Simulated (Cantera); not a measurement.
A freely propagating, adiabatic, planar premixed flame of H2 : O2 : N2 = 1 : 0.5 : 1.88 (molar parts), unburnt at 623 K and 0.240 bar; multicomponent transport, grid criteria slope 0.08 and curve 0.16, no radiation.

Detailed kinetics in Cantera: the H2/O2 subset of GRI-Mech 3.0, which has no nitrogen chemistry. Burning velocities carry a grid error of a few per cent, more on coarse grids.

**Question.** Predict: laminar burning velocity; thermal thickness; peak x(HO2); peak x(H2O2); peak x(O); peak x(OH).

**Answer.** 
```
Quantity                     Value
------------------------  --------
laminar burning velocity  678 cm/s
thermal thickness          3.04 mm
peak x(HO2)                8.01e-5
peak x(H2O2)               1.62e-6
peak x(O)                   0.0162
peak x(OH)                  0.0197
```
